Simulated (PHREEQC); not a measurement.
A solution holds 7 mmol/kgw HCl, 0.063 mmol/kgw ZnSO4 and 1.9 mmol/kgw MgSO4, at 25 °C. Closed to the air; pH follows from the charge balance.

Equilibrium calculation in PHREEQC: ion-association model, phreeqc.dat.

```
quantity                    before     after
------------------------  --------  --------
pH                            2.23      4.16
ionic strength (mol/kgw)    0.0130  0.000148
SO4-2 (mol/kgw)            0.00125   1.94e-5
HSO4- (mol/kgw)           0.000508   1.25e-7
Zn+2 (mol/kgw)             5.57e-5   6.27e-7
ZnSO4 (mol/kgw)            6.57e-6   2.55e-9
```

### Question
What was changed between the two runs?
A. temperature from 25 to 90 °C
B. MgSO4 replaced by H2SO4 at the same molality
C. diluted 100-fold with water
D. 0.0021 mol/kgw H2SO4 added
E. 0.0029 mol/kgw KOH added

### Answer
C, diluted 100-fold with water

This is a speciation only: nothing precipitates in the calculation.
